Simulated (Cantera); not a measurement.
An isothermal, constant-pressure homogeneous reactor starts with 23.1 % H₂, 76.9 % O₂, at 1075 K and 0.00553 atm.

Detailed kinetics in Cantera: the H2/O2 subset of GRI-Mech 3.0, which has no nitrogen chemistry. Radical loss at walls, strong at low pressure, is not modelled. The temperature is held fixed by assumption; the heat of reaction is taken as removed at once.

One state of this run: x H₂ = 3.86e-7; x O₂ = 0.739; x O = 2.01e-6; x HO₂ = 1.60e-8; x H = 1.59e-8. x: mole fraction; the columns are a selection and need not sum to one.

Problem. Which value of t (s) does it belong to?
A. 0.00831
B. 0.896
C. 0.00258
D. 9.31

Solution. D, 9.31
